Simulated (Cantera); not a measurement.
**Ignition delay**

Mixture: CH3OH : O2 : N2 = 1 : 0.76 : 5.64 (molar parts), equivalence ratio 2.0, at 435 Torr, adiabatic and at constant volume. Ignition delay is the time to a rise of 400 K.

Cantera simulation using GRI-Mech 3.0 (53 species, 325 reactions); the numbers are that mechanism's predictions, not measurements. GRI-Mech 3.0 was tuned for natural gas; its chemistry of methanol as a main component is partial and can be far from experiment.

| T0 (K) | delay (ms) |
|---|---|
| 1300 | 3.37 |
| 1350 | 1.74 |
| 1400 | 0.957 |
| 1450 | 0.554 |
| 1500 | 0.337 |
| 1550 | 0.214 |
| 1600 | 0.141 |
| 1650 | 0.0965 |
| 1700 | 0.0680 |

```json
{
 "apparent activation energy between 1600 and 1700 K": "170 kJ/mol"
}
```
